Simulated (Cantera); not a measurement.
Feed: 1 mol SiCl₄, 2.1 mol Cl₂, a varied amount of H₂, held at 1048 K and 17.0 bar.

These are equilibrium values from Cantera (NASA tables, ideal gas, pure condensed phases), not measurements of a reactor. Candidate condensed phases: Si; 19 gas species. The tables' values for SiCl₃ are old estimates; treat these amounts as uncertain. Rates play no part.

x: gas mole fraction; nothing condenses.

| n(H₂) (mol) | x HCl | x Cl₂ | x H₂ | x SiCl₄ | x SiHCl₃ | x Cl | x SiCl₃ |
|---|---|---|---|---|---|---|---|
| 0.32 | 0.187 | 0.520 | 5.63e-12 | 0.292 | <1e-12 | 0.000135 | 2.88e-10 |
| 0.5 | 0.278 | 0.444 | 1.45e-11 | 0.278 | <1e-12 | 0.000125 | 2.96e-10 |
| 0.77 | 0.398 | 0.344 | 3.86e-11 | 0.258 | <1e-12 | 0.000110 | 3.14e-10 |
| 1.2 | 0.558 | 0.209 | 1.25e-10 | 0.233 | <1e-12 | 8.55e-5 | 3.62e-10 |
| 1.9 | 0.760 | 0.0400 | 1.21e-9 | 0.200 | [?] | 3.74e-5 | 7.12e-10 |
| 2.9 | 0.700 | 3.09e-10 | 0.133 | 0.166 | [?] | 3.29e-9 | 6.73e-6 |
| 4.4 | 0.561 | 8.61e-11 | 0.306 | 0.133 | [?] | 1.73e-9 | 1.02e-5 |

**Question.** What belongs in the gaps?

**Answer.** 
- 1.9, x SiHCl₃: 3.26e-12
- 2.9, x SiHCl₃: 0.000323
- 4.4, x SiHCl₃: 0.000740
